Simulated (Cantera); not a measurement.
A closed system holds: 1 mol Ti, a varied amount of CH4, 33 mol H2, 1 mol H2O, equilibrated at 1773.15 K and 0.0133 bar.

These are equilibrium values from Cantera (NASA tables, ideal gas, pure condensed phases), not measurements of a reactor. Candidate condensed phases: C, C6H6, C7H8, C8H18, H2O, Ti, TiC, TiO, TiO2, Ti2O3, Ti3O5, Ti4O7; 113 gas species. TiC: taken at fixed stoichiometry. Rates play no part.

**Question.** At 7.7 mol CH4, list the 5 most abundant gas species with their mole fractions, and the condensed phases.

**Answer.** H2 0.978, CO 0.0198, H 0.00244, C2H2 (acetylene) 0.000137, CH4 1.07e-5. Condensed: C(graphite) + TiC(s).
